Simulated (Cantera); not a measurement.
An isothermal, constant-pressure homogeneous reactor starts with 45.5 % CH4, 54.5 % CO2, at 1250 K and 5.00 bar.

Cantera simulation using GRI-Mech 3.0 (53 species, 325 reactions); the numbers are that mechanism's predictions, not measurements.

Q: Predict: x(CH4) at 10.0 s; x(CO2) at 10.0 s; x(CH2O) at 10.0 s; x(H) at 10.0 s; x(C2H2) at 10.0 s.

A: x(CH4) at 10.0 s: 0.422 (gas-phase equilibrium 0.00553)
x(CO2) at 10.0 s: 0.530 (gas-phase equilibrium 0.0226)
x(CH2O) at 10.0 s: 6.39e-8 (gas-phase equilibrium 5.27e-7)
x(H) at 10.0 s: 8.63e-9 (gas-phase equilibrium 1.44e-7)
x(C2H2) at 10.0 s: 0.00606 (gas-phase equilibrium 3.08e-8)
